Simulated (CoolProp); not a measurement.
Nitrogen along the isotherm 68.2 K: density (kg/m³) from the reference equation and from simpler models built on Tc = 126.2 K, pc = 3.396 MPa, ω = 0.037; each cubic takes its own stable root.

Model: reference Helmholtz-energy equation of state, Span 2000, in CoolProp.

```tsv
p (MPa)	phase	reference
0.606	liquid	847.3
1.21	liquid	848.5
1.82	liquid	849.7
2.43	liquid	850.8
3.03	liquid	851.9
3.64	liquid	853.1
4.24	liquid	854.2
4.85	liquid	855.3
5.46	liquid	856.4
6.06	liquid	857.4
6.67	liquid	858.5
7.28	liquid	859.6
7.88	liquid	860.6
8.49	liquid	861.7
```

Problem. How far does each simpler model (van der Waals, Redlich-Kwong, Soave-Redlich-Kwong, Peng-Robinson) lie from the reference over these 14 states: mean and median of the absolute difference, and the worst?

Solution. 
- van der Waals: mean 30.7 %, median 30.6 %, worst -31.3 % at 68.2 K and 0.606 MPa
- Redlich-Kwong: mean 1.6 %, median 1.6 %, worst +1.7 % at 68.2 K and 7.28 MPa
- Soave-Redlich-Kwong: mean 0.7 %, median 0.7 %, worst +0.8 % at 68.2 K and 8.49 MPa
- Peng-Robinson: mean 13.3 %, median 13.3 %, worst +13.3 % at 68.2 K and 2.43 MPa
